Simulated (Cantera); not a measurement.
Input: 1 mol Fe2O3, 0.35 mol H2S, 1.3 mol N2, held at 28000 Pa.

Method: chemical equilibrium by Gibbs-energy minimisation in Cantera with the NASA 1993 tables (ideal gas, pure condensed phases). Candidate condensed phases: Fe, FeO, Fe(OH)2, Fe(OH)3, FeS, FeSO4, FeS2, Fe2O3, Fe2(SO4)3, Fe3O4, H2O, H2SO4, S; 38 gas species. Mutual solubility and eutectic melting of coexisting phases are not modelled. The tables' stoichiometric FeO is somewhat more stable than real wüstite, so its field is too wide. FeO, FeS: taken at fixed stoichiometry. Gases not in the tables: S3 to S7. Rates play no part.

x: gas mole fraction; n: condensed amount in mol.

```csv
T (K),x N2,x H2O,x SO2,x S2,x H2,x H2S,n FeS(s),n FeS2(s),n Fe3O4(s),n FeO(s)
823,0.743,0.197,0.0561,0.00116,0.000114,0.00284,0.0698,0.0864,0.615,0
923,0.728,0.193,0.0731,0.00263,0.000341,0.00309,0.204,0,0.599,0
1023,0.728,0.192,0.0719,0.00428,0.000905,0.00334,0.200,0,0.600,0
1123,0.727,0.190,0.0704,0.00638,0.00203,0.00356,0.194,0,0.602,0
1223,0.726,0.188,0.0688,0.00887,0.00400,0.00375,0.187,0,0.604,0
1323,0.663,0.170,…,…,0.00485,…,0,0,…,…
1423,0.653,0.170,0.166,…,0.00494,…,0,0,0,2.00
1523,0.653,0.168,0.166,0.00347,0.00692,0.000702,0,0,0,2.00
```

**Question.** Fill in the missing entries.

**Answer.** 
- 1423, x S2: 0.00399
- 1423, x H2S: 0.000889
- 1323, x SO2: 0.142
- 1323, x S2: 0.0157
- 1323, x H2S: 0.00309
- 1323, n Fe3O4(s): 0.106
- 1323, n FeO(s): 1.68
